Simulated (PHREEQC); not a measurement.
# Geothermal or formation water

A made-up water analysis in mg/L, 95 °C, pH 6.56, pe 9.6:

```tsv
constituent	mg/L
Na	4100
K	41.4
Ca	143
Mg	76
Cl	11500
S(6) as SO4	1940
Alkalinity as HCO3	3.51
O(0) (dissolved oxygen)	8.32
```

Cl is adjusted to close the charge balance.
Valence states are taken as typed.

The numbers come from PHREEQC with the ion-association model, phreeqc.dat.

This is a speciation only: nothing precipitates in the calculation.

### Question
Estimate the ionic strength, specific conductance.

### Answer
ionic strength 0.206 mol/kgw; specific conductance 52200 µS/cm.

### Question
In which forms is Mg present?

### Answer
Mg+2 51 %, MgSO4 48 % of the Mg.

Away from 25 °C the constants follow the database's enthalpies or fits; those with neither stay at their 25 °C values.
